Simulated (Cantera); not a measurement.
Feed: 1 mol TEOS, 0.13 mol NO, 0.16 mol H2, held at 97.0 Pa.

Method: chemical equilibrium by Gibbs-energy minimisation in Cantera with the NASA 1993 tables (ideal gas, pure condensed phases). Candidate condensed phases: C, C6H6, C7H8, C8H18, H2O, Si, SiC, SiO2, Si2N2O, Si3N4; 151 gas species. The feed counts by its element totals alone. Rates play no part.

Problem. At 1550 K, list the 5 most abundant gas species with their mole fractions, and the condensed phases.

Solution. H2 0.707, CO 0.287, N2 0.00448, H 0.000850, SiO 0.000688. Condensed: C(graphite) + SiC(s).
